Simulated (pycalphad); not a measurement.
Source of the numbers: pycalphad with the COST 507 light-alloy database (1999); pressure 1 atm. These are 1990s assessments: newer ones move some temperatures and phases. Amounts are mole fractions of atoms.

**Question.** Give the equilibrium state of Si-7.002Sn (wt.%) at 457 °C.

**Answer.** diamond (Si), fraction 0.982, with <0.01 Sn wt.%; liquid, fraction 0.018, with >99.99 Sn wt.%.
